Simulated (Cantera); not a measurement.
What does this Cantera script print?

```python
import numpy as np
import cantera as ct

gas = ct.Solution("gri30.yaml")
gas.TPX = 1025, 3600, {'H2': 0.078, 'O2': 1}
reactor = ct.IdealGasConstPressureReactor(gas, energy="off", clone=False)
net = ct.ReactorNet([reactor])
net.rtol, net.atol = 1e-08, 1e-18
show = ['H2', 'O2', 'H2O2', 'OH', 'O', 'H']
times = np.geomspace(1e-05, 30, 12)

steps = ct.SolutionArray(gas, extra=["t"])
rows = []
print(f"{'t/s':>10s}{'T/K':>9s}{'P/Pa':>11s}" + "".join(f"{s:>11s}" for s in show))
for t in times:
    while net.time < t:
        t_next = net.step()
        steps.append(gas.state, t=t_next)
    rows.append([np.interp(t, steps.t, y) for y in (steps.T, steps.P, *steps(*show).X.T)])
    print(f"{t:10.3e}{rows[-1][0]:9.1f}{rows[-1][1]:11.4g}" + "".join(f"{x:11.3e}" for x in rows[-1][2:]))
rate = np.gradient(steps.T, steps.t)
print("integrator steps:", len(steps.t))
if steps.T.max() > steps.T[0] + 200:
    print(f"time of steepest temperature rise: {steps.t[rate.argmax()]:.4e} s")
gas.TPX = 1025, 3600, {'H2': 0.078, 'O2': 1}
gas.equilibrate("TP")
print(f"equilibrium (TP): T = {gas.T:.1f} K  " + "  ".join(f"{s} {gas[s].X[0]:.3e}" for s in show))
```

It prints:

```
       t/s      T/K       P/Pa         H2         O2       H2O2         OH          O          H
 1.000e-05   1025.0       3600  7.236e-02  9.276e-01  4.641e-16  3.295e-12  3.610e-12  3.104e-11
 3.880e-05   1025.0       3600  7.236e-02  9.276e-01  7.018e-15  3.344e-11  4.543e-11  1.072e-10
 1.505e-04   1025.0       3600  7.236e-02  9.276e-01  1.079e-13  3.323e-10  6.351e-10  6.171e-10
 5.841e-04   1025.0       3600  7.236e-02  9.276e-01  2.806e-12  5.116e-08  1.073e-07  8.590e-08
 2.266e-03   1025.0       3600  7.984e-03  8.984e-01  8.729e-07  3.820e-03  1.847e-02  1.625e-02
 8.793e-03   1025.0       3600  2.589e-04  9.224e-01  4.058e-07  6.433e-04  2.182e-03  2.990e-04
 3.412e-02   1025.0       3600  1.615e-05  9.247e-01  2.100e-07  1.506e-04  1.372e-04  4.384e-06
 1.324e-01   1025.0       3600  1.076e-06  9.249e-01  7.168e-08  4.506e-05  1.179e-05  1.123e-07
 5.136e-01   1025.0       3600  9.717e-08  9.249e-01  2.047e-08  1.662e-05  1.595e-06  5.581e-09
 1.993e+00   1025.0       3600  1.458e-08  9.249e-01  5.671e-09  7.118e-06  2.943e-07  4.404e-10
 7.732e+00   1025.0       3600  2.908e-09  9.249e-01  1.544e-09  3.309e-06  6.391e-08  4.445e-11
 3.000e+01   1025.0       3600  6.635e-10  9.249e-01  4.149e-10  1.609e-06  1.516e-08  5.131e-12
integrator steps: 1717
equilibrium (TP): T = 1025.0 K  H2 7.490e-11  O2 9.249e-01  H2O2 5.272e-11  OH 5.353e-07  O 1.684e-09  H 2.000e-13
```

Model: GRI-Mech 3.0 (53 species, 325 reactions), integrated in Cantera. Radical loss at walls, strong at low pressure, is not modelled. The temperature is held fixed by assumption; the heat of reaction is taken as removed at once.
